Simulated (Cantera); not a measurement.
Feed: 1 mol Pb, a varied amount of CO, 0.38 mol H2, held at 8400 Pa.

Points: T (K) = 800, 850, 900, 950, 1000, 1050, 1100, 1150, 1200, 1250, 1300; n(CO) (mol) = 0.68, 1, 1.4, 1.8, 2.1, 2.5, 2.9, 3.2, 3.6, 3.9, 4.3.

Cantera's Mixture.equilibrate('TP', solver="vcs", rtol=1e-11, max_steps=5000) on the NASA tables stopped like this:

```
ERROR: FAILURE its = 5001!

*******************************************************************************
CanteraError thrown by MultiPhase::equilibrate:
VCS solver failed. Return code: -1
*******************************************************************************
```

**Question.** What got this run through?

**Answer.** Several could match; the one computed here: The failure is numerical, not chemical. The same input converged with solver="gibbs", rtol=1e-10, max_steps=50000, and the result passed a check of the equilibrium conditions:
```
    800       0.68  C(gr) + Pb(L)
    800          1  C(gr) + Pb(L)
    800        1.4  C(gr) + Pb(L)
    800        1.8  C(gr) + Pb(L)
    800        2.1  C(gr) + Pb(L)
    800        2.5  C(gr) + Pb(L)
    800        2.9  C(gr) + Pb(L)
    800        3.2  C(gr) + Pb(L)
    800        3.6  C(gr) + Pb(L)
    800        3.9  C(gr) + Pb(L)
    800        4.3  C(gr) + Pb(L)
    850       0.68  C(gr) + Pb(L)
    850          1  C(gr) + Pb(L)
    850        1.4  C(gr) + Pb(L)
    850        1.8  C(gr) + Pb(L)
    850        2.1  C(gr) + Pb(L)
    850        2.5  C(gr) + Pb(L)
    850        2.9  C(gr) + Pb(L)
    850        3.2  C(gr) + Pb(L)
    850        3.6  C(gr) + Pb(L)
    850        3.9  C(gr) + Pb(L)
    850        4.3  C(gr) + Pb(L)
    900       0.68  C(gr) + Pb(L)
    900          1  C(gr) + Pb(L)
    900        1.4  C(gr) + Pb(L)
    900        1.8  C(gr) + Pb(L)
    900        2.1  C(gr) + Pb(L)
    900        2.5  C(gr) + Pb(L)
    900        2.9  C(gr) + Pb(L)
    900        3.2  C(gr) + Pb(L)
    900        3.6  C(gr) + Pb(L)
    900        3.9  C(gr) + Pb(L)
    900        4.3  C(gr) + Pb(L)
    950       0.68  C(gr) + Pb(L)
    950          1  C(gr) + Pb(L)
    950        1.4  C(gr) + Pb(L)
    950        1.8  C(gr) + Pb(L)
    950        2.1  C(gr) + Pb(L)
    950        2.5  C(gr) + Pb(L)
    950        2.9  C(gr) + Pb(L)
    950        3.2  C(gr) + Pb(L)
    950        3.6  C(gr) + Pb(L)
    950        3.9  C(gr) + Pb(L)
    950        4.3  C(gr) + Pb(L)
   1000       0.68  C(gr) + Pb(L)
   1000          1  C(gr) + Pb(L)
   1000        1.4  C(gr) + Pb(L)
   1000        1.8  C(gr) + Pb(L)
   1000        2.1  C(gr) + Pb(L)
   1000        2.5  C(gr) + Pb(L)
   1000        2.9  C(gr) + Pb(L)
   1000        3.2  C(gr) + Pb(L)
   1000        3.6  C(gr) + Pb(L)
   1000        3.9  C(gr) + Pb(L)
   1000        4.3  C(gr) + Pb(L)
   1050       0.68  C(gr) + Pb(L)
   1050          1  C(gr) + Pb(L)
   1050        1.4  C(gr) + Pb(L)
   1050        1.8  C(gr) + Pb(L)
   1050        2.1  C(gr) + Pb(L)
   1050        2.5  C(gr) + Pb(L)
   1050        2.9  C(gr) + Pb(L)
   1050        3.2  C(gr) + Pb(L)
   1050        3.6  C(gr) + Pb(L)
   1050        3.9  C(gr) + Pb(L)
   1050        4.3  C(gr) + Pb(L)
   1100       0.68  C(gr) + Pb(L)
   1100          1  C(gr) + Pb(L)
   1100        1.4  C(gr) + Pb(L)
   1100        1.8  C(gr) + Pb(L)
   1100        2.1  C(gr) + Pb(L)
   1100        2.5  C(gr) + Pb(L)
   1100        2.9  C(gr) + Pb(L)
   1100        3.2  C(gr) + Pb(L)
   1100        3.6  C(gr) + Pb(L)
   1100        3.9  C(gr) + Pb(L)
   1100        4.3  C(gr) + Pb(L)
   1150       0.68  C(gr) + Pb(L)
   1150          1  C(gr) + Pb(L)
   1150        1.4  C(gr) + Pb(L)
   1150        1.8  C(gr) + Pb(L)
   1150        2.1  C(gr) + Pb(L)
   1150        2.5  C(gr) + Pb(L)
   1150        2.9  C(gr) + Pb(L)
   1150        3.2  C(gr) + Pb(L)
   1150        3.6  C(gr) + Pb(L)
   1150        3.9  C(gr) + Pb(L)
   1150        4.3  C(gr) + Pb(L)
   1200       0.68  C(gr) + Pb(L)
   1200          1  C(gr) + Pb(L)
   1200        1.4  C(gr) + Pb(L)
   1200        1.8  C(gr) + Pb(L)
   1200        2.1  C(gr) + Pb(L)
   1200        2.5  C(gr) + Pb(L)
   1200        2.9  C(gr) + Pb(L)
   1200        3.2  C(gr) + Pb(L)
   1200        3.6  C(gr) + Pb(L)
   1200        3.9  C(gr) + Pb(L)
   1200        4.3  C(gr) + Pb(L)
   1250       0.68  C(gr) + Pb(L)
   1250          1  C(gr) + Pb(L)
   1250        1.4  C(gr) + Pb(L)
   1250        1.8  C(gr) + Pb(L)
   1250        2.1  C(gr) + Pb(L)
   1250        2.5  C(gr) + Pb(L)
   1250        2.9  C(gr) + Pb(L)
   1250        3.2  C(gr) + Pb(L)
   1250        3.6  C(gr) + Pb(L)
   1250        3.9  C(gr) + Pb(L)
   1250        4.3  C(gr) + Pb(L)
   1300       0.68  C(gr) + Pb(L)
   1300          1  C(gr) + Pb(L)
   1300        1.4  C(gr) + Pb(L)
   1300        1.8  C(gr) + Pb(L)
   1300        2.1  C(gr) + Pb(L)
   1300        2.5  C(gr) + Pb(L)
   1300        2.9  C(gr) + Pb(L)
   1300        3.2  C(gr) + Pb(L)
   1300        3.6  C(gr) + Pb(L)
   1300        3.9  C(gr) + Pb(L)
   1300        4.3  C(gr) + Pb(L)
```

The gas is ideal and each condensed phase is pure.
